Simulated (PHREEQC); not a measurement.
Dissolve 0.16 mol HCl, 9.4e-05 mol ZnSO4 and 3.6e-05 mol MgSO4 per kg of water at 25 °C. Closed to the air; pH follows from the charge balance.

All values are PHREEQC results (ion-association model, phreeqc.dat), not measurements.

```yaml
pH: 0.89
ionic_strength: 0.160 mol/kgw
specific_conductance: 54800 µS/cm
density: 1.000 g/cm³
total_alkalinity: -160 meq/kg
```

```tsv
species	molality	activity	log γ
Cl-	0.160	0.117	-0.135
H+	0.160	0.129	-0.094
HSO4-	0.000109	8.26e-5	-0.121
Zn+2	8.15e-5	2.62e-5	-0.493
Mg+2	3.60e-5	1.30e-5	-0.442
SO4-2	2.08e-5	6.59e-6	-0.499
ZnCl+	1.13e-5	8.26e-6	-0.134
ZnCl2	9.77e-7	1.01e-6	0.016
ZnCl3-	1.81e-7	1.33e-7	-0.134
ZnSO4	3.90e-8	4.05e-8	0.016
ZnCl4-2	2.43e-8	7.82e-9	-0.493
MgSO4	1.94e-8	2.01e-8	0.016
```

This is a speciation only: nothing precipitates in the calculation. Species that the database lacks are ignored.
